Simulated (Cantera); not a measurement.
## Thermodynamics of silicon oxide and oxynitride deposition, feed SiH4 + CO2 + H2 + N2O

Charge: 1 mol SiH4, 16 mol CO2, 54 mol H2, 35 mol N2O, at 227 °C and 0.100 bar.

These are equilibrium values from Cantera (NASA tables, ideal gas, pure condensed phases), not measurements of a reactor. Candidate condensed phases: C, C6H6, C7H8, C8H18, H2O, Si, SiC, SiO2, Si2N2O, Si3N4; 151 gas species. The numbers say what is thermodynamically allowed, not how fast it happens.

- x(H2O) = 0.452
- x(N2) = 0.363
- x(CO2) = 0.111
- x(CH4) = 0.0549
- x(H2) = 0.0188
- x(NH3) = 4.93e-5
- x(CO) = 3.37e-5
- n(SiO2(α-quartz)) = 1.00 mol
- gas amount = 96.41 mol
- log10 activity of C(graphite) (absent) = -0.21
- log10 activity of C7H8(l) (absent) = -31.56
- log10 activity of Si(s) (absent) = -42.61
